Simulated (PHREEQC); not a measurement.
Consider water at 25 °C with 0.00108 mol Cu(NO3)2 and 0.00028 mol H2SO4 per kg of water. Closed to the air; pH follows from the charge balance.

Computed with PHREEQC (ion-association model, phreeqc.dat).

Precipitation was switched off in this run.

Q: What pH does the model give?

A: pH 3.29.

Q: In which forms is Cu present?

A: Cu+2 97 %, CuSO4 2.8 % of the Cu.
